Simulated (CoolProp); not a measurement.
The numbers come from the reference Helmholtz-energy equation of state, Thol 2019 in CoolProp.

Give the vapour pressure (MPa), liquid density (kg/m³), vapour density (kg/m³), enthalpy of vaporisation (kJ/kg) of saturated tetradecamethylhexasiloxane (MD4M) at 57.95 °C.


```tsv
T (°C)	p (MPa)	liquid density (kg/m³)	vapour density (kg/m³)	enthalpy of vaporisation (kJ/kg)
57.95	1.62e-5	855	0.00270	163
```
